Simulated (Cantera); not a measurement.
## Thermodynamics of sublimation and decomposition of ceramics, feed MgO + N₂

Feed: 1 mol MgO, 0.033 mol N₂, at 750 Torr.

These are equilibrium values from Cantera (NASA tables, ideal gas, pure condensed phases), not measurements of a reactor. Candidate condensed phases: Mg, MgO; 27 gas species. Ions and electrons are included (thermal ionisation). Kinetics and transport are ignored.

At 3000 K the condensed part is MgO(s). At 3250 K the condensed part is MgO(l). From 3500 K to 5000 K nothing is condensed. The main Mg-bearing gas is Mg throughout.

| T (K) | x N₂ | x Mg | x O | x O₂ | x MgO | x NO | n MgO(s) | n MgO(l) |
|---|---|---|---|---|---|---|---|---|
| 3000 | 0.883 | 0.0623 | 0.0146 | 0.0167 | 0.00911 | 0.0143 | 0.997 | 0 |
| 3250 | 0.541 | 0.236 | 0.0660 | 0.0698 | 0.0568 | 0.0302 | 0 | 0.983 |
| 3500 | 0.0162 | 0.494 | 0.189 | 0.147 | 0.144 | 0.00963 | 0 | 0 |
| 3750 | 0.0148 | 0.492 | 0.282 | 0.101 | 0.101 | 0.00936 | 0 | 0 |
| 4000 | 0.0140 | 0.489 | 0.362 | 0.0592 | 0.0666 | 0.00836 | 0 | 0 |
| 4250 | 0.0137 | 0.486 | 0.417 | 0.0316 | 0.0426 | 0.00706 | 0 | 0 |
| 4500 | 0.0135 | 0.485 | 0.448 | 0.0162 | 0.0272 | 0.00579 | 0 | 0 |
| 4750 | 0.0132 | 0.483 | 0.465 | 0.00846 | 0.0177 | 0.00468 | 0 | 0 |
| 5000 | 0.0126 | 0.481 | 0.473 | 0.00456 | 0.0118 | 0.00376 | 0 | 0 |
x: gas mole fraction; n: condensed amount in mol.
